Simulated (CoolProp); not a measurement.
Vapour-liquid equilibrium of benzene (1) + n-dodecane (2) at 393.8 K; x and y are mole fractions of (1).

The numbers come from the multi-fluid Helmholtz-energy mixture model, Thol 2012 and Lemmon 2004; pair parameters Bell 2016 in CoolProp.

```csv
x,"bubble pressure, mixture model (MPa)","bubble pressure, Raoult's law (MPa)","y, mixture model","y, Raoult's law"
0.05,0.01674,0.02003,0.710,0.761
0.15,0.04419,0.05000,0.901,0.914
0.25,0.07484,0.07997,0.948,0.953
0.35,0.1064,0.1099,0.967,0.970
0.45,0.1375,0.1399,0.978,0.980
0.55,0.1676,0.1699,0.985,0.987
0.65,0.1970,0.1998,0.990,0.991
0.75,0.2265,0.2298,0.993,0.995
0.85,0.2568,0.2598,0.996,0.997
0.95,0.2885,0.2898,0.999,0.999
```

The largest gap from Raoult's law is -16.4 % in bubble pressure, at x = 0.05. No azeotrope shows between x = 0.05 and 0.95.

Pair parameters are fitted to limited data, so mixtures are less certain than the pure fluids.
